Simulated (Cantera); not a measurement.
An isothermal, constant-pressure homogeneous reactor starts with N2O : H2O = 1 : 0.16 (molar parts), at 1173 K and 0.00980 bar.

Cantera simulation using GRI-Mech 3.0 (53 species, 325 reactions); the numbers are that mechanism's predictions, not measurements. GRI-Mech 3.0 was tuned for natural gas; its chemistry of N2O as a main component is partial and can be far from experiment. Radical loss at walls, strong at low pressure, is not modelled. The mechanism lacks the step 2 NO + O2 → 2 NO2, which can matter for NO2 below about 1400 K. The temperature is held fixed by assumption; the heat of reaction is taken as removed at once.

x: mole fraction; the columns are a selection and need not sum to one.

```tsv
t (s)	x N2O	x H2O	x O2	x N2	x HO2	x H2O2
9.00e-5	0.862	0.138	1.19e-8	2.47e-7	2.40e-12	<1e-12
0.000388	0.862	0.138	1.92e-7	1.20e-6	1.72e-10	<1e-12
0.00167	0.862	0.138	2.18e-6	6.55e-6	?	<1e-12
0.00722	0.862	0.138	1.35e-5	3.26e-5	?	1.32e-10
0.0311	0.862	0.138	6.44e-5	0.000149	?	2.40e-8
0.134	0.861	0.138	0.000308	0.000672	?	1.76e-7
0.579	0.858	0.138	0.00137	0.00295	?	1.06e-7
2.49	0.843	0.137	0.00590	0.0126	?	5.36e-8
10.8	0.786	0.134	0.0244	0.0513	?	1.51e-8
46.4	0.593	0.125	0.0872	0.182	?	3.34e-9
200	0.214	0.107	0.211	0.437	?	1.41e-9
```

Q: Complete the blanks.

A: 
- 0.00167, x HO2: 9.28e-9
- 0.00722, x HO2: 2.74e-7
- 0.0311, x HO2: 3.56e-6
- 0.134, x HO2: 6.50e-6
- 0.579, x HO2: 5.08e-6
- 2.49, x HO2: 3.56e-6
- 10.8, x HO2: 1.73e-6
- 46.4, x HO2: 5.15e-7
- 200, x HO2: 7.74e-8
